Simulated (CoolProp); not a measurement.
Computed with CoolProp (reference Helmholtz-energy equation of state, Thol 2021).

Problem. Give the vapour pressure (MPa), liquid density (kg/m³), vapour density (kg/m³), liquid cp (kJ/(kg K)) of saturated chlorine at 276.3, 383 K.

Solution. 
| T (K) | p (MPa) | liquid density (kg/m³) | vapour density (kg/m³) | liquid cp (kJ/(kg K)) |
|---|---|---|---|---|
| 276.3 | 0.408 | 1460 | 13.5 | 0.965 |
| 383 | 4.57 | 1060 | 160 | 1.44 |
